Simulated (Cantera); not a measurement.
A closed system holds: 1 mol TiC, 0.099 mol C, 0.084 mol H2, equilibrated at 2500 °C and 4.40 mbar.

Method: chemical equilibrium by Gibbs-energy minimisation in Cantera with the NASA 1993 tables (ideal gas, pure condensed phases). Candidate condensed phases: C, C6H6, C7H8, C8H18, Ti, TiC; 77 gas species. TiC: taken at fixed stoichiometry. The numbers say what is thermodynamically allowed, not how fast it happens.

Base state: H 0.643, H2 0.329, C2H2 (acetylene) 0.0100, Ti 0.00794, C3 0.00514, C2H 0.00236, C 0.00111, C2 0.000499 (mole fractions); condensed: C(graphite) + TiC(s).

**Question.** What changes in the equilibrium state with this change: temperature from 2500 °C to 1902 °C?

**Answer.** 
| species | before | after |
|---|---|---|
| H2 | 0.329 | 0.927 |
| H | 0.643 | 0.0709 |
| C2H2 (acetylene) | 0.0100 | 0.00207 |
| Ti | 0.00794 | 3.89e-6 |
| C5 | 4.47e-5 | <1e-9 |
| C2 | 0.000499 | 2.86e-8 |
| C3 | 0.00514 | 3.29e-7 |
| C | 0.00111 | 2.21e-7 |
| C(graphite), mol | 0.0945 | 0.0986 |
| TiC(s), mol | 0.999 | 1.00 |
